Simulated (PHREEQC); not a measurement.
Make-up at 14 °C: 0.0027 mol/kgw (NH4)2CO3. Closed to the air; pH follows from the charge balance.

Computed with PHREEQC (ion-association model, wateq4f.dat).

The pH is 9.51 and the ionic strength is 0.00338 mol/kgw. The total alkalinity is 5.40 meq/kg.

```json
[
 {"species": "NH4+", "molality": "0.00305", "activity": "0.00286", "log γ": "-0.027"},
 {"species": "HCO3-", "molality": "0.00236", "activity": "0.00222", "log γ": "-0.026"},
 {"species": "NH3", "molality": "0.00235", "activity": "0.00235", "log γ": "0.000"},
 {"species": "CO3-2", "molality": "0.000334", "activity": "0.000262", "log γ": "-0.106"},
 {"species": "OH-", "molality": "1.43e-5", "activity": "1.34e-5", "log γ": "-0.027"},
 {"species": "CO2", "molality": "1.84e-6", "activity": "1.84e-6", "log γ": "0.000"}
]
```

Precipitation was switched off in this run. At this temperature some constants are extrapolated from 25 °C, and those without enthalpy data are left unchanged.
